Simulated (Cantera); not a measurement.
An isothermal, constant-pressure homogeneous reactor starts with CO : O2 : H2O : N2 = 0.0075 : 0.018 : 0.03 : 1 (molar parts), at 1300 K and 1.10 bar.

Cantera simulation using GRI-Mech 3.0 (53 species, 325 reactions); the numbers are that mechanism's predictions, not measurements.

One state of this run: x CO = 0.000295; x O2 = 0.0137; x H2O = 0.0284; x H2 = 3.44e-5; x OH = 9.44e-5. x: mole fraction; the columns are a selection and need not sum to one.

**Question.** Which value of t (s) does it belong to?
A) 3.34
B) 0.00719
C) 25.8
D) 0.431

**Answer.** B, 0.00719
